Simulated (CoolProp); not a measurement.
n-butane along the isotherm 301.85 °C: Z from the reference equation and from simpler models built on Tc = 152.0 °C, pc = 3796 kPa, ω = 0.201; each cubic takes its own stable root.

The numbers come from the reference Helmholtz-energy equation of state, Bücker 2006 in CoolProp.

```
p (kPa)          phase  reference
-------  -------------  ---------
923                gas     0.9724
1850               gas     0.9443
2770               gas     0.9160
3690               gas     0.8877
4620     supercritical     0.8596
5540     supercritical     0.8327
6460     supercritical     0.8073
7380     supercritical     0.7843
8310     supercritical     0.7640
9230     supercritical     0.7476
10200    supercritical     0.7346
11100    supercritical     0.7268
12000    supercritical     0.7229
```

Task: How far does each simpler model (van der Waals, Redlich-Kwong, Soave-Redlich-Kwong, Peng-Robinson) lie from the reference over these 13 states: mean and median of the absolute difference, and the worst?

Result: 
- van der Waals: mean 6.4 %, median 6.7 %, worst -10.8 % at 301.85 °C and 8310 kPa
- Redlich-Kwong: mean 2.9 %, median 3.2 %, worst -4.1 % at 301.85 °C and 8310 kPa
- Soave-Redlich-Kwong: mean 3.3 %, median 2.8 %, worst +7.9 % at 301.85 °C and 12000 kPa
- Peng-Robinson: mean 1.2 %, median 1.3 %, worst -1.8 % at 301.85 °C and 4620 kPa
